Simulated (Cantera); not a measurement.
A closed system holds: 1 mol Si, 0.75 mol HCl, 7 mol H2, equilibrated at 0.140 bar.

Cantera equilibrium calculation (NASA polynomials, part measured and part estimated; ideal gas, pure solids and liquids). Candidate condensed phases: Si; 19 gas species. The tables' values for SiCl3 are old estimates; treat these amounts as uncertain. Rates play no part. All values below are at 800 K.

Base state: H2 0.971, SiCl4 0.0168, SiHCl3 0.00995, HCl 0.00148, SiH2Cl2 0.000477, SiCl3 1.87e-5 (mole fractions); condensed: Si(s).

Task: What changes in the equilibrium state with this change: Si replaced by SiCl4?

Result: 
```json
[
 {"species": "H2", "before": "0.971", "after": "0.799"},
 {"species": "SiCl4", "before": "0.0168", "after": "0.113"},
 {"species": "HCl", "before": "0.00148", "after": "0.0867"},
 {"species": "SiH2Cl2", "before": "0.000477", "after": "6.36e-7"},
 {"species": "SiHCl3", "before": "0.00995", "after": "0.000945"},
 {"species": "Si(s), mol", "before": "0.795", "after": "0"}
]
```
